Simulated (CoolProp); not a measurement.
Vapour pressure (MPa) of R22: the reference equation beside estimates from Tc = 96.1 °C, pc = 4.990 MPa, ω = 0.221.

The numbers come from the reference Helmholtz-energy equation of state, Kamei 1995 in CoolProp.

```csv
T (°C),reference,van der Waals,Redlich-Kwong,Soave-Redlich-Kwong,Peng-Robinson
3.75,0.5616,1.408,0.7596,0.5641,0.5589
5.75,0.5979,1.458,0.8027,0.6009,0.5951
7.75,0.6360,1.508,0.8475,0.6395,0.6330
9.85,0.6779,1.563,0.8965,0.6819,0.6747
11.85,0.7197,1.616,0.9449,0.7243,0.7164
13.85,0.7633,1.671,0.9951,0.7686,0.7600
15.85,0.8089,1.726,1.047,0.8149,0.8055
17.85,0.8565,1.783,1.101,0.8632,0.8531
19.85,0.9062,1.841,1.157,0.9137,0.9027
21.85,0.9580,1.900,1.214,0.9663,0.9545
23.95,1.015,1.963,1.277,1.024,1.011
25.95,1.071,2.025,1.339,1.081,1.068
27.95,1.129,2.087,1.403,1.141,1.126
29.95,1.190,2.151,1.468,1.203,1.187
```

Absolute difference from the reference over all 14 rows, mean and median: van der Waals 112.6 and 110.8 %, Redlich-Kwong 29.1 and 29.0 %, Soave-Redlich-Kwong 0.8 and 0.8 %, Peng-Robinson 0.4 and 0.4 %.
